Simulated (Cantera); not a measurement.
Mixture: H₂ : O₂ : N₂ = 1 : 0.676 : 2.3 (molar parts), at 7500 Torr, adiabatic and at constant pressure. Ignition delay is the time to a rise of 400 K.

Detailed kinetics in Cantera: the H2/O2 subset of GRI-Mech 3.0, which has no nitrogen chemistry. The hydrogen kinetics of GRI-Mech 3.0 are dated; newer H2 mechanisms differ, most at raised pressure.

Task: At T0 = 1200 K, what is the delay, and which 6 reactions control it most (d ln τ / d ln k, from doubling and halving each rate constant)?

Result: The delay is 62.3 µs.
```
reaction                  d ln τ / d ln k   faster rate
------------------------  ---------------  ------------
H + O2 <=> O + OH                   -2.72   shortens it
H + O2 + N2 <=> HO2 + N2             1.64  lengthens it
H + O2 + M <=> HO2 + M               1.19  lengthens it
H + O2 + O2 <=> HO2 + O2             0.43  lengthens it
H + H2O2 <=> H2 + HO2               -0.42   shortens it
H + HO2 <=> 2 OH                    -0.31   shortens it
```
